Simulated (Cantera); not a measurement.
Charge: 1 mol Ta2O5, 5.6 mol C, 5.7 mol H2, equilibrated at 100 Torr.

Cantera equilibrium calculation (NASA polynomials, part measured and part estimated; ideal gas, pure solids and liquids). Candidate condensed phases: C, C6H6, C7H8, C8H18, H2O, Ta, TaC, Ta2O5; 113 gas species. Mutual solubility and eutectic melting of coexisting phases are not modelled. TaC: taken at fixed stoichiometry. Condensed phases not in the tables: Ta2C, N, O or C dissolved in the metal. The numbers say what is thermodynamically allowed, not how fast it happens.

x: gas mole fraction; n: condensed amount in mol.

| T (°C) | x H2 | x CO | x H | x H2O | x CO2 | n TaC(s) | n Ta2O5(s) | n Ta2O5(l) | n Ta(s) |
|---|---|---|---|---|---|---|---|---|---|
| 1177 | 0.587 | 0.412 | 1.98e-5 | 0.00127 | 0.000375 | 1.60 | 0.198 | 0 | 0 |
| 1327 | 0.586 | 0.412 | 0.000114 | 0.00158 | 0.000370 | 1.61 | 0.197 | 0 | 0 |
| 1477 | 0.586 | 0.412 | ___ | ___ | 0.000367 | 1.61 | 0.197 | 0 | 0 |
| 1627 | 0.585 | 0.411 | 0.00166 | 0.00218 | 0.000364 | 1.61 | 0.196 | 0 | 0 |
| 1777 | 0.582 | 0.411 | ___ | 0.00245 | 0.000362 | 1.61 | 0.196 | 0 | 0 |
| 1927 | 0.576 | 0.409 | 0.0117 | 0.00251 | 0.000337 | 1.61 | 0 | 0.195 | 0 |
| 2077 | 0.514 | 0.460 | 0.0245 | 0.00150 | 0.000233 | 0.626 | 0 | 0 | 1.37 |

Complete the blanks.


- 1777, x H: 0.00474
- 1477, x H: 0.000487
- 1477, x H2O: 0.00189
